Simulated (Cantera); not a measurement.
What does this Cantera script print?

```python
import numpy as np
import cantera as ct

gas_names = """
    CL CL2 H HCL H2 Si SiCL SiCL2 SiCL3 SiCL4 SiH SiHCL3 SiH2 SiH2CL2 SiH3 SiH3CL SiH4 Si2 Si3
""".split()
cond_names = """
    Si(cr) Si(L)
""".split()


# ... load() reads the species with a 1 bar reference pressure and builds the phases ...
atoms = {
    'SiH2Cl2': {'Si': 1, 'H': 2, 'CL': 2},
    'Cl2': {'CL': 2},
    'H2': {'H': 2},
}
top_T = {}  # K; cautious upper limits of use, not melting points


# ... equilibrate(T, P, feed) seeds the gas with the atoms and calls Mixture.equilibrate('TP', solver="vcs", rtol=1e-11, max_steps=5000) ...
results = []
feed = {'SiH2Cl2': 1, 'Cl2': 0.64, 'H2': 170}  # mol
T = 925  # K
for P in [100, 300, 880, 2600, 7700, 23000, 68000, 200000]:
    mix = equilibrate(T, P, feed)
    results.append((T, P, feed, dict(zip(mix.species_names, mix.species_moles))))

top = {s: max(r[3][s] / sum(r[3][g] for g in gas_names) for r in results) for s in gas_names}
cols = sorted((s for s in top if top[s] > 0.001), key=lambda s: -top[s])[:5]
seen = [c for c in cond_names if any(r[3].get(c, 0) > 1e-12 for r in results)]
print("log10 of partial pressures in bar; condensed amounts in mol")
print(f"{'P/Pa':>10s}" + "".join(f"{s[:9]:>10s}" for s in cols + seen))
for T, P, feed, n in results:
    ng = sum(n[g] for g in gas_names)
    print(f"{P:10.4g}" + "".join(f"{np.log10(max(n[s] / ng * P / 1e5, 1e-99)):10.3f}" for s in cols)
          + "".join(f"{n.get(c, 0):10.4g}" for c in seen))
```

Result:

```
log10 of partial pressures in bar; condensed amounts in mol
      P/Pa        H2       HCL    SiHCL3     SiCL4    Si(cr)
       100    -3.006    -4.935    -6.373    -5.863    0.6403
       300    -2.528    -4.549    -5.694    -5.275    0.5394
       880    -2.060    -4.183    -5.062    -4.744    0.4448
      2600    -1.589    -3.822    -4.451    -4.244    0.3568
      7700    -1.117    -3.468    -3.860    -3.771    0.2762
   2.3e+04    -0.642    -3.117    -3.283    -3.318    0.2011
   6.8e+04    -0.171    -2.775    -2.729    -2.894    0.1308
     2e+05     0.298    -2.441    -2.195    -2.495   0.06231
```

Method: chemical equilibrium by Gibbs-energy minimisation in Cantera with the NASA 1993 tables (ideal gas, pure condensed phases). The tables' values for SiCl3 are old estimates; treat these amounts as uncertain.
